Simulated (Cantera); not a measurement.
A Cantera script and its output.

```python
import numpy as np
import cantera as ct

gas = ct.Solution("gri30.yaml")
gas.TPX = 1700, 1333, {'CH4': 0.032, 'H2': 1, 'N2': 5.1e-05}
reactor = ct.IdealGasConstPressureReactor(gas, energy="off", clone=False)
net = ct.ReactorNet([reactor])
net.rtol, net.atol = 1e-08, 1e-18
show = ['CH4', 'H2', 'C2H', 'C2H6', 'CH3']
times = np.geomspace(9e-05, 20, 15)

steps = ct.SolutionArray(gas, extra=["t"])
rows = []
print(f"{'t/s':>10s}{'T/K':>9s}{'P/Pa':>11s}" + "".join(f"{s:>11s}" for s in show))
for t in times:
    while net.time < t:
        t_next = net.step()
        steps.append(gas.state, t=t_next)
    rows.append([np.interp(t, steps.t, y) for y in (steps.T, steps.P, *steps(*show).X.T)])
    print(f"{t:10.3e}{rows[-1][0]:9.1f}{rows[-1][1]:11.4g}" + "".join(f"{x:11.3e}" for x in rows[-1][2:]))
rate = np.gradient(steps.T, steps.t)
print("integrator steps:", len(steps.t))
if steps.T.max() > steps.T[0] + 200:
    print(f"time of steepest temperature rise: {steps.t[rate.argmax()]:.4e} s")
gas.TPX = 1700, 1333, {'CH4': 0.032, 'H2': 1, 'N2': 5.1e-05}
gas.equilibrate("TP")
print(f"equilibrium (TP): T = {gas.T:.1f} K  " + "  ".join(f"{s} {gas[s].X[0]:.3e}" for s in show))
```

Output:

```
       t/s      T/K       P/Pa        CH4         H2        C2H       C2H6        CH3
 9.000e-05   1700.0       1333  3.101e-02  9.689e-01  8.732e-25  2.293e-13  6.655e-07
 2.168e-04   1700.0       1333  3.100e-02  9.689e-01  9.425e-23  3.120e-12  1.533e-06
 5.225e-04   1700.0       1333  3.100e-02  9.689e-01  8.836e-21  4.033e-11  3.618e-06
 1.259e-03   1700.0       1333  3.100e-02  9.689e-01  7.975e-19  4.718e-10  8.640e-06
 3.033e-03   1700.0       1333  3.098e-02  9.689e-01  7.365e-17  4.565e-09  2.073e-05
 7.308e-03   1700.0       1333  3.095e-02  9.689e-01  7.400e-15  3.402e-08  4.976e-05
 1.761e-02   1700.0       1333  3.087e-02  9.688e-01  8.078e-13  1.963e-07  1.190e-04
 4.243e-02   1700.0       1333  3.061e-02  9.686e-01  7.265e-11  8.511e-07  2.744e-04
 1.022e-01   1700.0       1333  2.935e-02  9.687e-01  2.268e-09  2.065e-06  5.003e-04
 2.463e-01   1700.0       1333  2.532e-02  9.706e-01  1.387e-08  2.001e-06  5.241e-04
 5.934e-01   1700.0       1333  1.843e-02  9.742e-01  3.509e-08  1.129e-06  4.004e-04
 1.430e+00   1700.0       1333  1.068e-02  9.782e-01  6.190e-08  4.113e-07  2.473e-04
 3.445e+00   1700.0       1333  4.997e-03  9.811e-01  8.507e-08  9.740e-08  1.232e-04
 8.301e+00   1700.0       1333  2.081e-03  9.826e-01  9.877e-08  1.783e-08  5.339e-05
 2.000e+01   1700.0       1333  8.530e-04  9.832e-01  1.049e-07  3.150e-09  2.226e-05
integrator steps: 780
equilibrium (TP): T = 1700.0 K  CH4 2.011e-04  H2 9.835e-01  C2H 1.075e-07  C2H6 2.789e-10  CH3 5.282e-06
```

Model: GRI-Mech 3.0 (53 species, 325 reactions), integrated in Cantera. GRI-Mech 3.0 stops at C3 and has no aromatics, soot or wall deposition, so with more carbon than oxygen in the feed, carbon stays in small species such as C2H2 where larger ones or solid carbon would form. Radical loss at walls, strong at low pressure, is not modelled.
